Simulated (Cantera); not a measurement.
Charge: 1 mol Ta(OEt)5, a varied amount of H2O, 6.6 mol H2, equilibrated at 10.0 mbar.

Cantera equilibrium calculation (NASA polynomials, part measured and part estimated; ideal gas, pure solids and liquids). Candidate condensed phases: C, C6H6, C7H8, C8H18, H2O, Ta, TaC, Ta2O5; 113 gas species. The feed counts by its element totals alone. Mutual solubility and eutectic melting of coexisting phases are not modelled. TaC: taken at fixed stoichiometry. Condensed phases not in the tables: Ta2C, N, O or C dissolved in the metal. Rates play no part.

Stable condensed phases, one row left out:

```
T in K \ n(H2O) in mol
         0.091  0.15  0.24  0.38  0.62  0.99   1.6   2.6   4.2   6.7    11    18
   2798      A     A     A     A     A     A     A     B     C     D     D     D
   2773      A     A     A     A     A     A     A     A     C     D     D     D
   2748      A     A     A     A     A     A     A     A     C     D     D     D
   2723      A     A     A     A     A     A     A     A     C     D     D     D
   2698      A     A     A     A     A     A     A     A     C     D     D     D
   2673      A     A     A     A     A     A     A     A     C     D     D     D
   2648      A     A     A     A     A     A     A     A     C     D     D     D
   2623      A     A     A     A     A     A     A     A     C     D     D     D
   2573      A     A     A     A     A     A     A     A     C     D     D     E
   2548      A     A     A     A     A     A     A     A     C     D     D     E
```

A: C + TaC; B: TaC; C: Ta + TaC; D: gas only; E: Ta2O5.

**Question.** Give the row for 2598 K.

**Answer.** 0.091: C + TaC; 0.15: C + TaC; 0.24: C + TaC; 0.38: C + TaC; 0.62: C + TaC; 0.99: C + TaC; 1.6: C + TaC; 2.6: C + TaC; 4.2: Ta + TaC; 6.7: gas only; 11: gas only; 18: gas only.
